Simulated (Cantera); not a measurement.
An isothermal plug-flow reactor at 1275 K and 1.01 bar (inlet), inlet velocity 2.5 m/s, active area per volume 130 1/m; feed CH₄ : O₂ : N₂ = 0.0047 : 0.028 : 0.79 (molar parts).

Cantera simulation using Deutschmann's 1995 Pt surface mechanism with GRI-Mech 3.0 gas chemistry; the numbers are that mechanism's predictions, not measurements. Catalytic surfaces can have several steady states; this one follows from the mechanism file's or the stated starting coverage. Mass transfer to the wall is taken as infinitely fast.

Problem. Predict: x(CH₄) at z = 0.025 m; x(O₂) at z = 0.025 m; x(H₂O) at z = 0.025 m; x(CO₂) at z = 0.025 m; x(CO) at z = 0.025 m; θ(free Pt) at the exit; θ(O*) at the exit.

Solution. 
```
Quantity                  Value
----------------------  -------
x(CH₄) at z = 0.025 m   0.00141
x(O₂) at z = 0.025 m     0.0258
x(H₂O) at z = 0.025 m   0.00827
x(CO₂) at z = 0.025 m   0.00404
x(CO) at z = 0.025 m    4.28e-6
θ(free Pt) at the exit    0.599
θ(O*) at the exit         0.400
```
